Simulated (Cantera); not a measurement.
What does this Cantera script print?

```python
import numpy as np
import cantera as ct

gas_names = """
    Ca CaCL CaCL2 CaO Ca2 CL CLO CL2 N NO NO2 NO3 N2 N2O O O2 O3
""".split()
cond_names = """
    Ca(a) Ca(b) Ca(L) CaCL2(s) CaCL2(L) CaO(s) CaO(L)
""".split()


def load(file, names, dense=False):
    # The tables refer to 1 bar. Condensed volumes are neglected.
    table = {s.name: s for s in ct.Species.list_from_file(file)}
    out = []
    for n in names:
        d = dict(table[n].input_data)
        d["thermo"] = dict(d["thermo"], **{"reference-pressure": 1e5})
        if dense:
            d["equation-of-state"] = {"model": "constant-volume", "density": "1e6 g/cm^3"}
        out.append(ct.Species.from_dict(d))
    return out


gas = ct.Solution(thermo="ideal-gas", species=load("nasa_gas.yaml", gas_names))
cond = {s.name: ct.Solution(thermo="fixed-stoichiometry", species=[s], name=s.name)
        for s in load("nasa_condensed.yaml", cond_names, dense=True)}
atoms = {
    'CaO': {'Ca': 1, 'O': 1},
    'Cl2': {'CL': 2},
    'N2': {'N': 2},
}
top_T = {}  # K; cautious upper limits of use, not melting points


def equilibrate(T, P, feed):
    n = {}
    for name, mol in feed.items():
        for a, k in atoms[name].items():
            n[a] = n.get(a, 0.0) + k * mol
    gas.TPX = T, P, n
    mass = sum(n.values()) * gas.mean_molecular_weight
    gas.equilibrate("TP")
    valid = [c for c in cond.values() if c.min_temp <= T <= top_T.get(c.name, c.max_temp)]
    mix = ct.Mixture([(gas, mass / gas.mean_molecular_weight)] + [(c, 0.0) for c in valid])
    mix.T, mix.P = T, P
    mix.equilibrate("TP", solver="vcs", rtol=1e-11, max_steps=5000)
    return mix


results = []
feed = {'CaO': 1, 'Cl2': 0.93, 'N2': 59}  # mol
P = 1000  # Pa
for T in [1123, 1173, 1223, 1273, 1323, 1373, 1423, 1473, 1523, 1573, 1623, 1673, 1723]:
    mix = equilibrate(T, P, feed)
    results.append((T, P, feed, dict(zip(mix.species_names, mix.species_moles))))

top = {s: max(r[3][s] / sum(r[3][g] for g in gas_names) for r in results) for s in gas_names}
cols = sorted((s for s in top if top[s] > 1e-05), key=lambda s: -top[s])[:9]
seen = [c for c in cond_names if any(r[3].get(c, 0) > 1e-12 for r in results)]
print("log10 of partial pressures in bar; condensed amounts in mol")
print(f"{'T/K':>10s}" + "".join(f"{s[:9]:>10s}" for s in cols + seen))
for T, P, feed, n in results:
    ng = sum(n[g] for g in gas_names)
    print(f"{T:10.4g}" + "".join(f"{np.log10(max(n[s] / ng * P / 1e5, 1e-99)):10.3f}" for s in cols)
          + "".join(f"{n.get(c, 0):10.4g}" for c in seen))
```

It prints:

```
log10 of partial pressures in bar; condensed amounts in mol
       T/K        N2     CaCL2        O2        CL        NO       CL2         O  CaCL2(L)    CaO(s)
      1123    -2.003    -5.984    -4.109    -6.235    -6.647    -7.074   -10.411    0.9216   0.07223
      1173    -2.004    -5.433    -4.110    -5.866    -6.467    -6.831    -9.910    0.9031   0.07492
      1223    -2.004    -4.930    -4.114    -5.529    -6.302    -6.612    -9.450    0.8498   0.08026
      1273    -2.005    -4.471    -4.120    -5.221    -6.152    -6.415    -9.028    0.7077   0.09027
      1323    -2.008    -4.049    -4.132    -4.937    -6.018    -6.237    -8.641    0.3551    0.1082
      1373    -2.010    -3.839    -4.144    -4.765    -5.894    -6.254    -8.282         0    0.1253
      1423    -2.010    -3.843    -4.149    -4.702    -5.774    -6.463    -7.945         0    0.1321
      1473    -2.010    -3.847    -4.155    -4.643    -5.663    -6.659    -7.632         0    0.1401
      1523    -2.010    -3.851    -4.161    -4.588    -5.559    -6.842    -7.339         0    0.1489
      1573    -2.011    -3.856    -4.168    -4.537    -5.463    -7.014    -7.065         0    0.1584
      1623    -2.011    -3.861    -4.177    -4.489    -5.374    -7.177    -6.809         0    0.1684
      1673    -2.011    -3.867    -4.186    -4.444    -5.290    -7.330    -6.569         0     0.179
      1723    -2.011    -3.873    -4.196    -4.402    -5.213    -7.475    -6.343         0    0.1899
```

Equilibrium computed with Cantera from the NASA thermochemical tables; the gas is ideal and each condensed phase is pure. Mutual solubility and eutectic melting of coexisting phases are not modelled. Condensed phases not in the tables: oxide chlorides.
